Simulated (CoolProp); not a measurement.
Ethylene along the isobar 17.1 MPa: Z from the reference equation and from simpler models built on Tc = 282.4 K, pc = 5.042 MPa, ω = 0.087; each cubic takes its own stable root.

Computed with CoolProp (reference Helmholtz-energy equation of state, Smukala 2000).

```csv
T (K),phase,reference,van der Waals,Peng-Robinson
124.1,liquid,0.7283,1.106,___
140.3,liquid,___,1.001,0.6135
156.4,liquid,0.6156,0.9186,0.5656
172.6,liquid,0.5772,0.8533,0.5286
188.7,liquid,0.5472,0.8014,0.5006
204.9,liquid,0.5238,0.7592,0.4796
221,liquid,0.5064,0.7256,0.4652
237.2,liquid,0.4941,0.6987,0.4566
253.4,liquid,0.4869,0.6779,0.4541
269.5,liquid,0.4852,0.6627,0.4581
285.7,supercritical,0.4897,0.6525,0.4697
301.8,supercritical,___,0.6474,0.4898
318,supercritical,0.5234,0.6472,0.5200
334.1,supercritical,0.5558,0.6522,0.5594
350.3,supercritical,0.5987,0.6623,0.6056
```

Task: Fill in the missing entries.

Result: 
- 124.1, Peng-Robinson: 0.6768
- 140.3, reference: 0.6645
- 301.8, reference: 0.5017
